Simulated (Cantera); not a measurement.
Mixture: CH₄ : O₂ : N₂ = 1 : 1.25 : 4.7 (molar parts), equivalence ratio 1.6, at 9.38 atm, adiabatic and at constant pressure. Ignition delay is the time to a rise of 400 K.

Computed with Cantera and GRI-Mech 3.0 (53 species, 325 reactions).

**Question.** What does this change do: O2 1.25 to 1.6 parts?

**Answer.** 
| quantity | before | after |
|---|---|---|
| delay at 1125 K | 16.8 ms | 12.1 ms |
| delay at 1175 K | 8.78 ms | 6.26 ms |
| delay at 1225 K | 4.73 ms | 3.36 ms |
| delay at 1275 K | 2.62 ms | 1.85 ms |
| delay at 1325 K | 1.49 ms | 1.05 ms |
| delay at 1375 K | 0.865 ms | 0.612 ms |
| delay at 1425 K | 0.513 ms | 0.364 ms |
| apparent activation energy between 1325 and 1425 K | 170 kJ/mol | 170 kJ/mol |

**Question.** What does this change do: pressure from 9.38 atm to 0.987 atm?

**Answer.** 
```tsv
quantity	before	after
delay at 1125 K	16.8 ms	0.182 s
delay at 1175 K	8.78 ms	85.4 ms
delay at 1225 K	4.73 ms	41.7 ms
delay at 1275 K	2.62 ms	21.1 ms
delay at 1325 K	1.49 ms	11.0 ms
delay at 1375 K	0.865 ms	5.91 ms
delay at 1425 K	0.513 ms	3.27 ms
apparent activation energy between 1325 and 1425 K	170 kJ/mol	190 kJ/mol
```
